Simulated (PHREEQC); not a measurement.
A solution holds 0.72 mol/kgw Na2CO3, 0.063 mol/kgw K2SO4 and 0.34 mol/kgw NaCl, at 25 °C. Closed to the air; pH follows from the charge balance.

The numbers come from PHREEQC with the Pitzer model, pitzer.dat.

| Quantity | Value |
|---|---|
| pH | 11.61 |
| ionic strength | 2.68 mol/kgw |
| activity of water | 0.960 |
| density | 1.090 g/cm³ |
| osmotic coefficient | 0.745 |
| total alkalinity | 1440 meq/kg |

| species | molality | activity | log γ |
|---|---|---|---|
| Na+ | 1.78 | 0.887 | -0.302 |
| CO3-2 | 0.714 | 0.0434 | -1.216 |
| Cl- | 0.340 | 0.194 | -0.245 |
| K+ | 0.126 | 0.0688 | -0.263 |
| SO4-2 | 0.0630 | 0.00284 | -1.346 |
| OH- | 0.00591 | 0.00393 | -0.177 |
| HCO3- | 0.00591 | 0.00234 | -0.403 |
| CO2 | 9.60e-9 | 1.32e-8 | 0.139 |

Precipitation was switched off in this run. In brines, pH and single-ion activities rest on the MacInnes convention.
